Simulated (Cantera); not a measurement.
Charge: 1 mol Fe(CO)₅, 0.075 mol O₂, 14 mol N₂, 0.21 mol H₂, held at 1.00 bar.

Equilibrium computed with Cantera from the NASA thermochemical tables; the gas is ideal and each condensed phase is pure. Candidate condensed phases: C, C₆H₆, C₇H₈, C₈H₁₈, Fe, Fe(CO)₅, FeO, Fe(OH)₂, Fe(OH)₃, Fe₂O₃, Fe₃O₄, H₂O; 140 gas species. Condensed phases not in the tables: cementite and carbon dissolved in iron. The numbers say what is thermodynamically allowed, not how fast it happens.

x: gas mole fraction; n: condensed amount in mol.

| T (K) | x N₂ | x CO | x CO₂ | x H₂ | x H₂O | x CH₄ | x H | n C(graphite) | n Fe(α) | n Fe(γ) |
|---|---|---|---|---|---|---|---|---|---|---|
| 973 | 0.752 | 0.197 | 0.0391 | 0.0100 | 0.00123 | 1.29e-5 | 1.08e-10 | 0.600 | 1.00 | 0 |
| 1023 | 0.738 | 0.232 | 0.0193 | 0.0104 | 0.000660 | 8.09e-6 | 4.22e-10 | 0.228 | 1.00 | 0 |
| 1073 | 0.730 | 0.250 | [?] | 0.0106 | 0.000345 | [?] | [?] | [?] | 1.00 | 0 |
| 1123 | 0.729 | 0.253 | 0.00747 | 0.0106 | 0.000342 | 1.70e-6 | 4.38e-9 | 0 | 1.00 | 0 |
| 1173 | 0.729 | 0.253 | 0.00742 | 0.0105 | 0.000393 | 5.19e-7 | 1.21e-8 | 0 | 1.00 | 0 |
| 1223 | 0.729 | 0.253 | 0.00736 | 0.0105 | 0.000446 | 1.75e-7 | 3.08e-8 | 0 | 0 | 1.00 |
| 1273 | 0.729 | 0.253 | 0.00731 | 0.0104 | 0.000499 | 6.43e-8 | 7.28e-8 | 0 | 0 | 1.00 |
| 1323 | 0.729 | 0.253 | 0.00726 | 0.0104 | 0.000552 | 2.55e-8 | 1.62e-7 | 0 | 0 | 1.00 |
| 1373 | 0.729 | 0.253 | 0.00720 | 0.0103 | 0.000605 | 1.08e-8 | 3.38e-7 | 0 | 0 | 1.00 |
| 1423 | 0.729 | 0.253 | 0.00715 | 0.0103 | 0.000658 | [?] | [?] | 0 | 0 | 1.000 |
| 1473 | 0.729 | 0.253 | 0.00710 | 0.0102 | 0.000709 | 2.34e-9 | 1.28e-6 | 0 | 0 | 1.000 |
| 1523 | 0.729 | 0.253 | 0.00705 | 0.0102 | 0.000760 | 1.18e-9 | 2.33e-6 | 0 | 0 | 1.000 |
| 1573 | 0.729 | 0.253 | 0.00700 | 0.0101 | 0.000809 | 6.19e-10 | 4.09e-6 | 0 | 0 | 1.000 |
| 1623 | 0.729 | 0.253 | 0.00695 | 0.0101 | 0.000857 | 3.39e-10 | 6.94e-6 | 0 | 0 | 1.000 |

Problem. Some entries are withheld; supply them.

Solution. 
- 1423, x CH₄: 4.91e-9
- 1423, x H: 6.73e-7
- 1073, x CO₂: 0.00883
- 1073, x CH₄: 5.15e-6
- 1073, x H: 1.44e-9
- 1073, n C(graphite): 0.0259
